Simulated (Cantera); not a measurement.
An adiabatic, constant-pressure homogeneous reactor starts with CH4 : C2H6 : O2 : N2 : H2O = 1 : 0.17 : 2.98 : 11.2 : 0.54 (molar parts), at 1698 K and 0.220 bar.

Computed with Cantera and GRI-Mech 3.0 (53 species, 325 reactions).

Task: Predict: time of steepest temperature rise; temperature at 2.00 s; equilibrium temperature; x(O2) at 2.00 s; x(NO) at 2.00 s.

Result: 
```json
{
  "time_of_steepest_temperature_rise": "0.168 ms",
  "temperature at 2.00 s": "2627 K",
  "equilibrium_temperature": "2627 K",
  "x(O2) at 2.00 s": "0.0358 (gas-phase equilibrium 0.0358)",
  "x(NO) at 2.00 s": "0.0108 (gas-phase equilibrium 0.0108)"
}
```
